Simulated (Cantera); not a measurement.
Mixture: CH4 : H2 : O2 : N2 = 1 : 0.049 : 0.964 : 3.62 (molar parts), at 20.0 bar, adiabatic and at constant pressure. Ignition delay is the time to a rise of 400 K.

Cantera simulation using GRI-Mech 3.0 (53 species, 325 reactions); the numbers are that mechanism's predictions, not measurements. The pressure lies above the range GRI-Mech 3.0 was tuned for (to about 10 atm). Below about 1000 K GRI-Mech 3.0 lacks low-temperature oxidation paths.

### Question
Predict: delay at 950 K; delay at 1000 K; delay at 1050 K; delay at 1100 K; delay at 1150 K; delay at 1200 K; delay at 1250 K; apparent activation energy between 1150 and 1250 K.

### Answer
```json
{
  "delay at 950 K": "28.9 ms",
  "delay at 1000 K": "11.7 ms",
  "delay at 1050 K": "5.78 ms",
  "delay at 1100 K": "3.33 ms",
  "delay at 1150 K": "2.09 ms",
  "delay at 1200 K": "1.37 ms",
  "delay at 1250 K": "0.901 ms",
  "apparent activation energy between 1150 and 1250 K": "100 kJ/mol"
}
```
